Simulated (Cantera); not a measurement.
An adiabatic, constant-pressure homogeneous reactor starts with CO : H2 : CH4 : O2 : N2 = 1 : 0.077 : 0.37 : 0.799 : 3 (molar parts), equivalence ratio 1.6, at 1375 K and 100000 Pa. Integrator tolerance rtol = 1e-08.

Model: GRI-Mech 3.0 (53 species, 325 reactions), integrated in Cantera.

Task: What does this change do: initial temperature 1375 to 1425 K?

Result: 
```tsv
quantity	before	after
time of steepest temperature rise	1.65 ms	1.04 ms
temperature at 0.200 s	2712 K	2733 K
equilibrium temperature	2712 K	2733 K
x(CO) at 0.200 s	0.165 (gas-phase equilibrium 0.165)	0.166 (gas-phase equilibrium 0.166)
x(H2) at 0.200 s	0.0297 (gas-phase equilibrium 0.0297)	0.0299 (gas-phase equilibrium 0.0299)
x(CH4) at 0.200 s	<1e-12 (gas-phase equilibrium <1e-12)	<1e-12 (gas-phase equilibrium <1e-12)
x(H2O2) at 0.200 s	7.35e-8 (gas-phase equilibrium 7.35e-8)	8.06e-8 (gas-phase equilibrium 8.06e-8)
x(CH2) at 0.200 s	<1e-12 (gas-phase equilibrium <1e-12)	<1e-12 (gas-phase equilibrium <1e-12)
x(H) at 0.200 s	0.0103 (gas-phase equilibrium 0.0103)	0.0112 (gas-phase equilibrium 0.0112)
```
